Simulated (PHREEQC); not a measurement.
A PHREEQC input (ion-association model, phreeqc.dat):

```
SOLUTION 1
  temp 25
  units mg/L
  pH 5.92
  pe 12.4
  Na 0.00218
  K 0.00357
  Ca 0.0299
  Mg 0.0013
  Cl 0.0153
  S(6) 0.0121 as SO4
  Alkalinity 0.0672 as HCO3 charge
  Sr 4.6e-05
  Zn 1.17e-05
  Pb 0.0107
END
USE solution 1
EQUILIBRIUM_PHASES 1
  CO2(g) -3.4 10
END
```

It stops with these messages:

```
ERROR: Alkalinity cannot be used with charge balance or solution phase boundary constraints.
ERROR: Program terminating due to input errors.
```

The fault: charge balance asked on alkalinity. The line should read `as HCO3` where the input has `as HCO3 charge`. With the mend the run ends at pH 5.71 and ionic strength 4.79e-6 mol/kgw.
